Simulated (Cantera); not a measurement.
Cantera run:

```python
import numpy as np
import cantera as ct

gas_names = """
    B BF BF2 BF3 BH BHF2 BH2 BH3 BN B2 F F2 H HF H2 H2F2 H3F3 H4F4 H5F5 H6F6 H7F7 N NF NF2 NF3 NH NH2
    NH3 N2 N2H2 N2H4
""".split()
cond_names = """
    B(b) B(L) BN(s)
""".split()


# ... load() reads the species with a 1 bar reference pressure and builds the phases ...
atoms = {
    'BF3': {'B': 1, 'F': 3},
    'NH3': {'N': 1, 'H': 3},
    'H2': {'H': 2},
}
top_T = {'BN(s)': 3200}  # K; cautious upper limits of use, not melting points


# ... equilibrate(T, P, feed) seeds the gas with the atoms and calls Mixture.equilibrate('TP', solver="vcs", rtol=1e-11, max_steps=5000) ...
results = []
T = 1075  # K
P = 140  # Pa
for m in [4, 7.5, 14, 26, 49, 90, 170]:
    feed = {'BF3': 1, 'NH3': 8.6, 'H2': m}  # mol
    mix = equilibrate(T, P, feed)
    results.append((T, P, feed, dict(zip(mix.species_names, mix.species_moles))))

top = {s: max(r[3][s] / sum(r[3][g] for g in gas_names) for r in results) for s in gas_names}
cols = sorted((s for s in top if top[s] > 1e-06), key=lambda s: -top[s])[:8]
seen = [c for c in cond_names if any(r[3].get(c, 0) > 1e-12 for r in results)]
print("log10 of partial pressures in bar; condensed amounts in mol")
print(f"{'n(H2)':>10s}" + "".join(f"{s[:9]:>10s}" for s in cols + seen))
for T, P, feed, n in results:
    ng = sum(n[g] for g in gas_names)
    print(f"{feed['H2']:10.4g}" + "".join(f"{np.log10(max(n[s] / ng * P / 1e5, 1e-99)):10.3f}" for s in cols)
          + "".join(f"{n.get(c, 0):10.4g}" for c in seen))
```

Output:

```
log10 of partial pressures in bar; condensed amounts in mol
     n(H2)        H2        N2       BF3        HF      BHF2     BN(s)
         4    -2.976    -3.571    -4.240    -4.783    -7.239    0.0868
       7.5    -2.957    -3.635    -4.308    -4.807    -7.264   0.09509
        14    -2.935    -3.734    -4.412    -4.847    -7.306    0.1087
        26    -2.912    -3.872    -4.560    -4.908    -7.370    0.1297
        49    -2.891    -4.056    -4.759    -4.994    -7.461    0.1615
        90    -2.877    -4.265    -4.989    -5.099    -7.573    0.2045
       170    -2.867    -4.509    -5.264    -5.226    -7.711    0.2652
```

Cantera equilibrium calculation (NASA polynomials, part measured and part estimated; ideal gas, pure solids and liquids).
